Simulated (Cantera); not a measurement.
**Equilibrium for carbon deposition, reforming and gasification: C2H5OH + CO2 + N2 + H2**

Feed: 1 mol C2H5OH, 0.064 mol CO2, 34 mol N2, 28 mol H2, held at 1.33 mbar.

These are equilibrium values from Cantera (NASA tables, ideal gas, pure condensed phases), not measurements of a reactor. Candidate condensed phases: C, C6H6, C7H8, C8H18, H2O; 136 gas species. Rates play no part.

```
T (K)   x N2   x H2     x CO     x H2O  n C(graphite)
-----  -----  -----  -------  --------  -------------
675    0.520  0.460  0.00902   0.00560           1.12
725    0.516  0.466   0.0146   0.00174          0.980
775    0.515  0.468   0.0164  0.000463          0.933
825    0.514  0.468   0.0169  0.000133          0.928
875    0.514  0.469   0.0170   4.33e-5          0.931
925    0.514  0.469   0.0170   1.58e-5          0.933
975    0.514  0.469   0.0171   6.40e-6          0.934
1025   0.514  0.469   0.0171   2.83e-6          0.935
```
x: gas mole fraction; n: condensed amount in mol.

From 675 K to 1025 K the condensed part is C(graphite). The main C-bearing gas is CO throughout. The share of C in condensed phases is highest at 675 K (54.2 %) and lowest at 825 K (45.0 %).
